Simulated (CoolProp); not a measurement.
m-xylene at several states: Z from the reference equation and from simpler models built on Tc = 616.9 K, pc = 3.535 MPa, ω = 0.326; each cubic takes its own stable root.

Model: reference Helmholtz-energy equation of state, Zhou 2012, in CoolProp.

| T (K) | p (MPa) | phase | reference | Redlich-Kwong | Peng-Robinson |
|---|---|---|---|---|---|
| 419.3 | 5.43 | liquid | 0.2185 | (withheld) | 0.2215 |
| 492.3 | 1.38 | liquid | 0.05347 | 0.06644 | 0.05512 |
| 372.2 | 0.0142 | gas | 0.9915 | 0.9945 | 0.9933 |
| 463.5 | 7.41 | liquid | 0.2846 | 0.3387 | 0.2882 |
| 490.9 | 2.41 | liquid | (withheld) | (withheld) | 0.09546 |

### Question
Some entries are withheld; supply them.

### Answer

- 419.3, Redlich-Kwong: 0.2602
- 490.9, reference: 0.09294
- 490.9, Redlich-Kwong: 0.1144
